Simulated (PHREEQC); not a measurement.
Copper plating or etch bath: an equilibrium model

Dissolve 0.033 mol Cu(BF4)2 and 0.24 mol HNO3 per kg of water at 25 °C. Closed to the air; pH follows from the charge balance.

All values are PHREEQC results (ion-association model, wateq4f.dat), not measurements.

No solid was allowed to form.

Task: Estimate the pH, ionic strength, activity of water.

Result: pH 0.73; ionic strength 0.336 mol/kgw; activity of water 0.990.

Task: In which forms is B present?

Result: BF4- 93 %, H3BO3 5.1 %, BF3OH- 2.2 % of the B.

Real BF4- forms and hydrolyses slowly; the run takes it at equilibrium.
